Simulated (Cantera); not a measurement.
Input: 1 mol MgO, 2.7 mol CO, 0.3 mol H2, at 2598.15 K and 133 Pa.

These are equilibrium values from Cantera (NASA tables, ideal gas, pure condensed phases), not measurements of a reactor. The tables' values for MgH are old estimates; treat these amounts as uncertain. Rates play no part.

```json
[
 {"species": "CO", "before": "0.514", "after": "0.500"},
 {"species": "Mg", "before": "0.205", "after": "0.227"},
 {"species": "CO2", "before": "0.0469", "after": "0.138"},
 {"species": "O", "before": "0.0960", "after": "0.0185"},
 {"species": "H", "before": "0.0891", "after": "0.0337"},
 {"species": "H2O", "before": "0.00430", "after": "0.0295"},
 {"species": "H2", "before": "0.00729", "after": "0.0164"},
 {"species": "O2", "before": "0.0231", "after": "0.0135"},
 {"species": "OH", "before": "0.0121", "after": "0.0139"},
 {"species": "Mg(OH)2", "before": "1.03e-7", "after": "3.74e-5"},
 {"species": "MgOH", "before": "0.000107", "after": "0.00214"},
 {"species": "MgH", "before": "1.32e-5", "after": "8.72e-5"},
 {"species": "MgO", "before": "0.00199", "after": "0.00670"}
]
```
Gas species are given as mole fractions.

**Question.** Which change was made?
A. pressure from 133 Pa to 640000 Pa
B. CO from 2.7 to 11 mol
C. temperature from 2598.15 K to 2500 K
D. pressure from 133 Pa to 2100 Pa

**Answer.** D, pressure from 133 Pa to 2100 Pa
